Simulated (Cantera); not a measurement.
## Equilibrium for boron, boron nitride and boron oxide: borazine + O2 + H2

Input: 1 mol borazine, 0.17 mol O2, 99 mol H2, held at 1352 °C and 75.0 Torr.

These are equilibrium values from Cantera (NASA tables, ideal gas, pure condensed phases), not measurements of a reactor. Candidate condensed phases: B, BN, B2O3, B3O3H3, H2O; 39 gas species. The feed counts by its element totals alone. Kinetics and transport are ignored.

The x(H2) comes out as 0.995, the x(HBO) is 0.00265 and the x(N2) is 0.00150. The x(H) comes out as 0.000223, the x(HBO2) is 0.000208 and the x(H2O) is 8.70e-5. The x(B2O2) comes out as 3.86e-5. The x(B2O3) is 2.51e-5 and the x(BO) is 1.30e-5. The n(BN(s)) is 2.69 mol. The gas amount comes out as 102.3 mol and the log10 activity of B(s) (absent) is -1.55. The log10 activity of B3O3H3(s) (absent) is -11.14.
